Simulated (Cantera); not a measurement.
Input: 1 mol Cu, 11 mol NH3, 4.6 mol H2, equilibrated at 1050 K and 1.33 mbar.

These are equilibrium values from Cantera (NASA tables, ideal gas, pure condensed phases), not measurements of a reactor. Candidate condensed phases: Cu; 11 gas species. The numbers say what is thermodynamically allowed, not how fast it happens.

**Question.** What is the equilibrium state?

**Answer.** 
```json
{
  "x(H2)": "0.793",
  "x(N2)": "0.207",
  "n(Cu(s))": "1.000 mol",
  "gas_amount": "26.60 mol"
}
```
